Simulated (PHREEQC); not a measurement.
0.2 mol of Jarosite-K (KFe3(SO4)2(OH)6) is brought to equilibrium with 1 kg of water holding 0.04 mol/kgw CaCl2, at 20 °C under several pressures of CO2. O2 is buffered at 0.21 atm. Names ending in (a), (am) or -a are amorphous solids. Solids allowed: Jarosite-K, Calcite, Gypsum, Fe(OH)3(a), Sylvite. Others were left out.

All values are PHREEQC results (ion-association model, phreeqc.dat), not measurements.

### Question
Predict CO2 (mol/kgw) at log pCO2 (atm) = -5, -2.5.

### Answer
```tsv
log pCO2 (atm)	CO2 (mol/kgw)
-5	3.81e-7
-2.5	0.000120
```
